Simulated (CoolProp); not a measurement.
n-perfluoropentane along the isobar 2.25 MPa: Z from the reference equation and from simpler models built on Tc = 421.0 K, pc = 2.063 MPa, ω = 0.436; each cubic takes its own stable root.

Model: reference Helmholtz-energy equation of state, Gao 2022, in CoolProp.

```tsv
T (K)	phase	reference	Redlich-Kwong	Soave-Redlich-Kwong	Peng-Robinson
306.4	liquid	0.1600	0.1820	0.1710	0.1514
317.6	liquid	0.1580	0.1806	0.1694	0.1499
328.7	liquid	0.1566	0.1799	0.1684	0.1490
339.9	liquid	0.1557	0.1800	___	0.1488
351	liquid	0.1554	___	0.1690	0.1494
362.2	liquid	___	0.1829	0.1709	0.1512
373.3	liquid	0.1571	0.1863	0.1743	0.1542
384.5	liquid	0.1597	0.1916	0.1797	___
395.6	liquid	0.1642	0.1998	0.1884	0.1674
406.8	liquid	0.1724	0.2134	0.2035	0.1816
417.9	liquid	0.1914	0.2404	0.2356	0.2125
```

Problem. Some entries are withheld; supply them.

Solution. 
- 339.9, Soave-Redlich-Kwong: 0.1683
- 351, Redlich-Kwong: 0.1809
- 362.2, reference: 0.1558
- 384.5, Peng-Robinson: 0.1593
